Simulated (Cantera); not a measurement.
Source: NASA polynomial tables (part measured, part estimated), evaluated in Cantera. Values are per mole of reaction as written; species without (g) are pure solids or liquids, kept so even where they would boil at 1 bar. TiC: taken at fixed stoichiometry.

O2(g) + TiC → Ti + CO2(g), with ΔH° = -209.4 kJ and ΔS° = 15.1 J/K at 300 K.

Q: How far is the shortcut ΔG° ≈ ΔH°(300 K) − T·ΔS°(300 K) from the full temperature-dependent value at 548, 598, 648, 698, 748, 798, 848, 898, 948 K?

A: 
| T (K) | shortcut (kJ) | full (kJ) | difference (kJ) | difference in log10 K |
|---|---|---|---|---|
| 548 | -217.7 | -217.5 | -0.2 | 0.02 |
| 598 | -218.5 | -218.2 | -0.3 | 0.03 |
| 648 | -219.2 | -218.8 | -0.4 | 0.03 |
| 698 | -220.0 | -219.4 | -0.5 | 0.04 |
| 748 | -220.7 | -220.0 | -0.7 | 0.05 |
| 798 | -221.5 | -220.7 | -0.8 | 0.05 |
| 848 | -222.2 | -221.3 | -1.0 | 0.06 |
| 898 | -223.0 | -221.9 | -1.1 | 0.07 |
| 948 | -223.8 | -222.5 | -1.3 | 0.07 |
The shortcut ignores the heat-capacity change of the reaction.
